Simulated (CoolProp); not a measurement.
Octamethyltrisiloxane (MDM) along the isobar 0.992 MPa: Z from the reference equation and from simpler models built on Tc = 292.2 °C, pc = 1.438 MPa, ω = 0.528; each cubic takes its own stable root.

Model: reference Helmholtz-energy equation of state, Thol 2017, in CoolProp.

| T (°C) | phase | reference |
|---|---|---|
| 178.75 | liquid | 0.09673 |
| 188.95 | liquid | 0.09670 |
| 199.25 | liquid | 0.09687 |
| 209.45 | liquid | 0.09729 |
| 219.75 | liquid | 0.09801 |
| 230.05 | liquid | 0.09913 |
| 240.25 | liquid | 0.1008 |
| 250.55 | liquid | 0.1032 |
| 260.85 | liquid | 0.1071 |
| 271.05 | gas | 0.6017 |
| 281.35 | gas | 0.6568 |
| 291.55 | gas | 0.6967 |
| 301.85 | gas | 0.7287 |

Question: How far does each simpler model (Redlich-Kwong, Soave-Redlich-Kwong, Peng-Robinson) lie from the reference over these 13 states: mean and median of the absolute difference, and the worst?

Answer: 
- Redlich-Kwong: mean 51.5 %, median 21.1 %, worst +470.5 % at 260.85 °C and 0.992 MPa
- Soave-Redlich-Kwong: mean 9.6 %, median 10.6 %, worst +19.0 % at 260.85 °C and 0.992 MPa
- Peng-Robinson: mean 2.1 %, median 2.0 %, worst +5.5 % at 260.85 °C and 0.992 MPa

At some of these states Redlich-Kwong gives the other phase, because its saturation line lies elsewhere.
